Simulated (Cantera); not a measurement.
Mixture: CH4 : CO : O2 : N2 = 1 : 0.037 : 3.08 : 11.6 (molar parts), equivalence ratio 0.66, at 4.93 atm, adiabatic and at constant volume. Ignition delay is the time to a rise of 400 K.

Cantera simulation using GRI-Mech 3.0 (53 species, 325 reactions); the numbers are that mechanism's predictions, not measurements.

### Question
Predict: delay at 1250 K; delay at 1350 K; delay at 1450 K; delay at 1550 K; delay at 1650 K; apparent activation energy between 1550 and 1650 K.

### Answer
```
Property                                                 Value
--------------------------------------------------  ----------
delay at 1250 K                                        4.24 ms
delay at 1350 K                                        1.29 ms
delay at 1450 K                                       0.443 ms
delay at 1550 K                                       0.170 ms
delay at 1650 K                                        73.0 µs
apparent activation energy between 1550 and 1650 K  180 kJ/mol
```
